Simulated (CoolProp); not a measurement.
Vapour-liquid equilibrium of trans-2-butene (1) + acetone (2) at 0.423 MPa; x and y are mole fractions of (1).

Values from CoolProp's multi-fluid Helmholtz-energy mixture model, Lemmon 2005 and Lemmon 2006; pair parameters Bell 2016.

Problem. Give the bubble temperature and the first vapour's composition at x = 0.05, 0.8, 0.95. Is there an azeotrope?

Solution. x = 0.05: 93.6 °C, y = 0.268; x = 0.8: 48.4 °C, y = 0.912; x = 0.95: 45.9 °C, y = 0.971. No azeotrope shows between x = 0.05 and 0.95.

Pair parameters are fitted to limited data, so mixtures are less certain than the pure fluids.
